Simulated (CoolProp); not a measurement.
Vapour-liquid equilibrium of propane (1) + sulfur dioxide (2) at 1.82 MPa; x and y are mole fractions of (1).

The numbers come from the multi-fluid Helmholtz-energy mixture model, Lemmon 2009 and Gao 2016; pair parameters Bell 2016 in CoolProp.

```tsv
x	bubble temperature (K)	y at the bubble point	dew temperature at overall composition x (K)	liquid density (mol/L)
0.05	340.5	0.260	351.3	18.39
0.125	328.9	0.457	347.6	17.70
0.2	324.0	0.534	343.7	16.78
0.275	321.9	0.567	339.7	15.82
0.35	320.9	0.585	335.4	14.90
0.425	320.2	0.600	330.9	14.07
0.5	319.7	0.616	326.1	13.33
0.575	319.2	0.638	321.4	12.68
0.65	318.9	0.666	319.1	12.11
0.725	319.0	0.704	319.2	11.61
0.8	319.6	0.754	320.4	11.16
0.875	320.9	0.823	322.2	10.74
0.95	323.4	0.918	324.4	10.33
```

y crosses x between x = 0.65 and 0.725: the model has an azeotrope there.

The pair parameters rest on a limited set of measurements; away from them the model extrapolates. With so large a gap from Raoult's law the liquid may split in two, which this calculation doesn't test in full.
